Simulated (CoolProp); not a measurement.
c-C4F8 (RC318) along the isobar 9850 kPa: density (kg/m³) from the reference equation and from simpler models built on Tc = 388.4 K, pc = 2778 kPa, ω = 0.355; each cubic takes its own stable root.

Computed with CoolProp (reference Helmholtz-energy equation of state, Platzer 1990). This equation is an older, rougher fit; its heat capacities, sound speeds and derivatives of the liquid may be far off and weren't checked against measurements.

| T (K) | phase | reference |
|---|---|---|
| 336 | liquid | 1423 |
| 359.4 | liquid | 1334 |
| 382.8 | liquid | 1236 |
| 406.3 | supercritical | 1126 |
| 429.7 | supercritical | 1005 |
| 453.1 | supercritical | 879.2 |
| 476.6 | supercritical | 760.4 |
| 500 | supercritical | 662.0 |

Question: How far does each simpler model (van der Waals, Redlich-Kwong, Soave-Redlich-Kwong) lie from the reference over these 8 states: mean and median of the absolute difference, and the worst?

Answer: 
- van der Waals: mean 18.2 %, median 20.4 %, worst -30.9 % at 336 K and 9850 kPa
- Redlich-Kwong: mean 5.1 %, median 6.0 %, worst +7.3 % at 500 K and 9850 kPa
- Soave-Redlich-Kwong: mean 6.9 %, median 7.3 %, worst -8.7 % at 453.1 K and 9850 kPa
